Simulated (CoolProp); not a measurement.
A simple Rankine cycle with cyclohexane: condensing at 306.15 K, boiler at 0.256 MPa, turbine inlet 390.1 K, turbine efficiency 0.85, pump efficiency 0.6, no recuperator. Each further row changes one setting.

Values from CoolProp's reference Helmholtz-energy equation of state, Zhou 2014.

```csv
case,thermal efficiency (%),net work (kJ/kg),heat in (kJ/kg),turbine exit temperature (K),volume ratio over the turbine
as stated,15.0,76.3,507,337.0,12.8
turbine inlet 410.1 K,14.9,81.1,544,358.1,12.8
condensing temperature 298.15 K,16.4,85.7,?,?,17.8
boiler pressure 0.179 MPa,?,67.4,510,345.0,8.94
turbine efficiency 0.75,?,?,507,?,13.0
```

Complete the blanks.


- condensing temperature 298.15 K, heat in (kJ/kg): 522
- condensing temperature 298.15 K, turbine exit temperature (K): 330.4
- boiler pressure 0.179 MPa, thermal efficiency (%): 13.2
- turbine efficiency 0.75, thermal efficiency (%): 13.3
- turbine efficiency 0.75, net work (kJ/kg): 67.2
- turbine efficiency 0.75, turbine exit temperature (K): 343.1
